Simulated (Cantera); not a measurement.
Source: NASA polynomial tables (part measured, part estimated), evaluated in Cantera. Values are per mole of reaction as written; species without (g) are pure solids or liquids, kept so even where they would boil at 1 bar.

a) 1.333 V + O2(g) = 0.6667 V2O3
b) V + O2(g) = VO2(g)
c) 2 C + O2(g) = 2 CO(g)
d) 4 Al + O2(g) = 2 Al2O(g)
e) 1.333 Ti + O2(g) = 0.6667 Ti2O3
f) 1.2 Ti + O2(g) = 0.4 Ti3O5
g) 2 Pb + O2(g) = 2 PbO

Question: Order these by ΔG° at 2023 K, most negative first.

Answer: e (-654 kJ), f (-635 kJ), c (-576 kJ), d (-552 kJ), a (-484 kJ), b (-276 kJ), g (-88 kJ)
